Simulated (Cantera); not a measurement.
## Adiabatic ignition

An adiabatic, constant-volume homogeneous reactor starts with CH3OH : O2 : N2 = 1 : 0.882 : 3.32 (molar parts), equivalence ratio 1.7, at 1798 K and 0.250 bar.

Model: GRI-Mech 3.0 (53 species, 325 reactions), integrated in Cantera. GRI-Mech 3.0 was tuned for natural gas; its chemistry of methanol as a main component is partial and can be far from experiment.

```
t (s)     T (K)  P (bar)  x CH3OH     x O2   x C2H6      x NO     x CO2
--------  -----  -------  -------  -------  -------  --------  --------
4.00e-6    1797    0.250    0.191    0.169  2.10e-8  1.61e-11   2.61e-5
1.40e-5    1799    0.251    0.187    0.167  3.71e-7  1.21e-10   9.89e-5
4.93e-5    1912    0.278    0.131    0.138  6.91e-7   2.95e-9  0.000674
0.000173   2691    0.481   <1e-12  0.00811   <1e-12  0.000188    0.0354
0.000608   2824    0.500   <1e-12  0.00635   <1e-12   0.00125    0.0356
0.00213    2834    0.502   <1e-12  0.00575   <1e-12   0.00394    0.0354
0.00750    2831    0.501   <1e-12  0.00559   <1e-12   0.00500    0.0353
0.0263     2831    0.501   <1e-12  0.00559   <1e-12   0.00501    0.0353
0.0924     2831    0.501   <1e-12  0.00559   <1e-12   0.00501    0.0353
0.324      2831    0.501   <1e-12  0.00559   <1e-12   0.00501    0.0353
1.14       2831    0.501   <1e-12  0.00559   <1e-12   0.00501    0.0353
4.00       2831    0.501   <1e-12  0.00559   <1e-12   0.00501    0.0353
```
x: mole fraction; the columns are a selection and need not sum to one.

| Item | Value |
|---|---|
| time of steepest temperature rise | 64.8 µs |
| temperature at 4.00 s | 2831 K |
| equilibrium temperature | 2831 K |
| x(CH3OH) at 4.00 s | <1e-12 (gas-phase equilibrium <1e-12) |
| x(O2) at 4.00 s | 0.00559 (gas-phase equilibrium 0.00559) |
| x(C2H6) at 4.00 s | <1e-12 (gas-phase equilibrium <1e-12) |
